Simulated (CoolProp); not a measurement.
Saturation properties of CH2F2 (R32) (Tc = 78.1 °C, pc = 57.83 bar, ω = 0.277).

The numbers come from the reference Helmholtz-energy equation of state, Tillner-Roth 1997 in CoolProp.

```json
[
 {"T (°C)": "-41.35", "p (bar)": "1.668", "liquid cp (kJ/(kg K))": "1.605", "liquid viscosity (µPa s)": "260"},
 {"T (°C)": "-33.55", "p (bar)": "2.356", "liquid cp (kJ/(kg K))": "1.622", "liquid viscosity (µPa s)": "234"},
 {"T (°C)": "-25.85", "p (bar)": "3.235", "liquid cp (kJ/(kg K))": "1.643", "liquid viscosity (µPa s)": "211"},
 {"T (°C)": "-18.05", "p (bar)": "4.365", "liquid cp (kJ/(kg K))": "1.667", "liquid viscosity (µPa s)": "191"},
 {"T (°C)": "-10.35", "p (bar)": "5.756", "liquid cp (kJ/(kg K))": "1.697", "liquid viscosity (µPa s)": "173"},
 {"T (°C)": "-2.65", "p (bar)": "7.463", "liquid cp (kJ/(kg K))": "1.731", "liquid viscosity (µPa s)": "158"},
 {"T (°C)": "5.15", "p (bar)": "9.559", "liquid cp (kJ/(kg K))": "1.774", "liquid viscosity (µPa s)": "143"},
 {"T (°C)": "12.85", "p (bar)": "12.04", "liquid cp (kJ/(kg K))": "1.826", "liquid viscosity (µPa s)": "130"},
 {"T (°C)": "20.65", "p (bar)": "15.01", "liquid cp (kJ/(kg K))": "1.892", "liquid viscosity (µPa s)": "118"},
 {"T (°C)": "28.35", "p (bar)": "18.46", "liquid cp (kJ/(kg K))": "1.976", "liquid viscosity (µPa s)": "107"},
 {"T (°C)": "36.05", "p (bar)": "22.48", "liquid cp (kJ/(kg K))": "2.089", "liquid viscosity (µPa s)": "96.9"},
 {"T (°C)": "43.85", "p (bar)": "27.19", "liquid cp (kJ/(kg K))": "2.251", "liquid viscosity (µPa s)": "87.4"},
 {"T (°C)": "51.55", "p (bar)": "32.55", "liquid cp (kJ/(kg K))": "2.499", "liquid viscosity (µPa s)": "78.5"}
]
```

It boils at -51.7 °C under 1 atm.

Viscosity comes from a separate model (Bell 2016), an estimate that may be off by 10 % or more.
